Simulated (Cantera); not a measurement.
Input: 1 mol CaO, 4.7 mol F₂, 0.24 mol O₂, 3 mol HF, held at 898 K and 17.0 Pa.

Equilibrium computed with Cantera from the NASA thermochemical tables; the gas is ideal and each condensed phase is pure. Candidate condensed phases: Ca, CaF₂, CaO, Ca(OH)₂, H₂O; 29 gas species. Rates play no part.

Base state: F 0.587, HF 0.285, O₂ 0.0703, F₂ 0.0576 (mole fractions); condensed: CaF₂(s).

### Question
What changes in the equilibrium state with this change: pressure from 17.0 Pa to 1.00 bar?

### Answer
```
species        before    after
------------  -------  -------
F₂             0.0576    0.481
HF              0.285    0.399
O₂             0.0703   0.0983
F               0.587   0.0221
FO₂           1.42e-7  4.42e-5
CaF₂(s), mol     1.00     1.00
```

### Question
What changes in the equilibrium state with this change: pressure from 17.0 Pa to 7.20 mbar?

### Answer
| species | before | after |
|---|---|---|
| HF | 0.285 | 0.359 |
| F₂ | 0.0576 | 0.335 |
| F | 0.587 | 0.217 |
| O₂ | 0.0703 | 0.0886 |
| CaF₂(s), mol | 1.00 | 1.00 |
